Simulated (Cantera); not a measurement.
## Equilibrium for carbon deposition, reforming and gasification: n-butane + H2

Input: 1 mol n-butane, a varied amount of H2, at 100000 Pa.

These are equilibrium values from Cantera (NASA tables, ideal gas, pure condensed phases), not measurements of a reactor. Candidate condensed phases: C, C6H6, C7H8, C8H18; 76 gas species. Rates play no part.

### Question
Map the stable condensed phases over T = 1750, 1850, 1950, 2050, 2150, 2250, 2350, 2450, 2550, 2650, 2750, 2850, 2950 K and n(H2) in mol = 0.38, 0.63, 1, 1.7, 2.8, 4.5, 7.4, 12, 20, 33, 54, 88.

### Answer
```
T in K \ n(H2) in mol
         0.38 0.63    1  1.7  2.8  4.5  7.4   12   20   33   54   88
   2950     A    A    A    A    A    A    A    A    A    A    B    B
   2850     A    A    A    A    A    A    A    A    A    A    B    B
   2750     A    A    A    A    A    A    A    A    A    A    A    B
   2650     A    A    A    A    A    A    A    A    A    A    A    A
   2550     A    A    A    A    A    A    A    A    A    A    A    A
   2450     A    A    A    A    A    A    A    A    A    A    A    A
   2350     A    A    A    A    A    A    A    A    A    A    A    A
   2250     A    A    A    A    A    A    A    A    A    A    A    A
   2150     A    A    A    A    A    A    A    A    A    A    A    A
   2050     A    A    A    A    A    A    A    A    A    A    A    A
   1950     A    A    A    A    A    A    A    A    A    A    A    A
   1850     A    A    A    A    A    A    A    A    A    A    A    A
   1750     A    A    A    A    A    A    A    A    A    A    A    A
```
A: C; B: gas only.
